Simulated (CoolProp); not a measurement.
n-perfluorobutane at 298.15 K and 0.651 MPa is throttled through a valve to 0.165 MPa with no heat exchange. Each further row changes one setting.

Values from CoolProp's reference Helmholtz-energy equation of state, Gao 2022.

```tsv
case	temperature change (K)	final phase	final density (kg/m³)
as stated	-14.2	___	___
outlet pressure 0.0495 MPa	___	___	12.1
outlet pressure 0.215 MPa	-6.6	two-phase, vapour fraction 0.084	236
```

### Question
Fill in the missing entries.

### Answer

- as stated, final phase: two-phase, vapour fraction 0.173
- as stated, final density (kg/m³): 97.6
- outlet pressure 0.0495 MPa, temperature change (K): -43.5
- outlet pressure 0.0495 MPa, final phase: two-phase, vapour fraction 0.472
